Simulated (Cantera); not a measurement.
Cantera run, input and output.

```python
import numpy as np
import cantera as ct

gas = ct.Solution("gri30.yaml", transport_model="multicomponent")
show = ['CH4', 'CH3', 'CO2']

rows = []
print(f"{'T/K':>7s}{'rho':>11s}{'cp':>10s}{'mu':>11s}{'lambda':>11s}{'Pr':>7s}" + "".join(f"{'D_' + s:>11s}" for s in show))
for T in [400, 600, 800, 1000, 1200, 1400]:
    gas.TPX = T, 100000, {'CO': 0.78, 'N2': 0.33}
    Pr = gas.cp_mass * gas.viscosity / gas.thermal_conductivity
    D = [gas.mix_diff_coeffs_mole[gas.species_index(s)] for s in show]
    rows.append([gas.density, gas.cp_mass, gas.viscosity, gas.thermal_conductivity, Pr, *D])
    print(f"{T:7g}{gas.density:11.4e}{gas.cp_mass:10.1f}{gas.viscosity:11.4e}"
          f"{gas.thermal_conductivity:11.4e}{Pr:7.3f}" + "".join(f"{d:11.4e}" for d in D))
print("SI units: kg/m3, J/kg/K, Pa s, W/m/K, m2/s")
```

Result:

```
    T/K        rho        cp         mu     lambda     Pr      D_CH4      D_CH3      D_CO2
    400 8.4224e-01    1048.1 2.2070e-05 3.2182e-02  0.719 3.7598e-05 3.7750e-05 2.6832e-05
    600 5.6150e-01    1082.3 2.9232e-05 4.4248e-02  0.715 7.5672e-05 7.6008e-05 5.4790e-05
    800 4.2112e-01    1133.3 3.5419e-05 5.6240e-02  0.714 1.2317e-04 1.2374e-04 8.9795e-05
   1000 3.3690e-01    1179.7 4.1007e-05 6.7842e-02  0.713 1.7912e-04 1.7997e-04 1.3107e-04
   1200 2.8075e-01    1214.4 4.6178e-05 7.8715e-02  0.712 2.4287e-04 2.4403e-04 1.7811e-04
   1400 2.4064e-01    1241.6 5.1035e-05 8.9000e-02  0.712 3.1393e-04 3.1544e-04 2.3053e-04
SI units: kg/m3, J/kg/K, Pa s, W/m/K, m2/s
```

Model: GRI-Mech 3.0 (53 species, 325 reactions), integrated in Cantera.
